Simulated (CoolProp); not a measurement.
Vapour-liquid equilibrium of carbon dioxide (1) + R123 (2) at 277.6 K; x and y are mole fractions of (1).

Values from CoolProp's multi-fluid Helmholtz-energy mixture model, Span 1996 and Younglove 1994; pair parameters Bell 2016.

Problem. Give the bubble pressure and the first vapour's composition at x = 0.2, 0.425, 0.65. Is there an azeotrope?

Solution. x = 0.2: 0.5603 MPa, y = 0.932; x = 0.425: 1.222 MPa, y = 0.973; x = 0.65: 2.092 MPa, y = 0.988. No azeotrope shows between x = 0.05 and 0.95.

The pair parameters rest on a limited set of measurements; away from them the model extrapolates.
